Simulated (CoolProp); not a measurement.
The numbers come from the reference Helmholtz-energy equation of state, Gao 2022 in CoolProp.

Q: For n-perfluoropentane, give the phase and the cp (kJ/(kg K)), cv (kJ/(kg K)), Joule-Thomson coefficient (K/MPa), isothermal compressibility (1/MPa) at 500 K and 1.72 MPa.

A: 
- 500 K and 1.72 MPa: gas; cp 1.10, cv 1.03, Joule-Thomson coefficient 5.70, isothermal compressibility 0.693
